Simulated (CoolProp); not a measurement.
Saturation properties of CH2F2 (R32).

The numbers come from the reference Helmholtz-energy equation of state, Tillner-Roth 1997 in CoolProp.

```tsv
T (°C)	p (kPa)	vapour density (kg/m³)	liquid cp (kJ/(kg K))	vapour viscosity (µPa s)
-29.95	274.0	7.654	1.631	10.9
-26.25	318.4	8.835	1.641	11.1
-22.55	368.1	10.16	1.653	11.2
-18.85	423.7	11.63	1.665	11.4
-15.15	485.4	13.28	1.678	11.6
-11.35	555.8	15.15	1.692	11.8
-7.65	631.6	17.18	1.708	12.0
-3.95	715.1	19.43	1.725	12.1
-0.25	806.6	21.91	1.744	12.3
3.45	906.8	24.66	1.764	12.5
7.15	1016	27.69	1.787	12.7
10.85	1135	31.03	1.812	12.9
14.55	1264	34.72	1.839	13.1
```

It boils at -51.7 °C under 1 atm.

Viscosity comes from a separate model (Bell 2016), an estimate that may be off by 10 % or more.
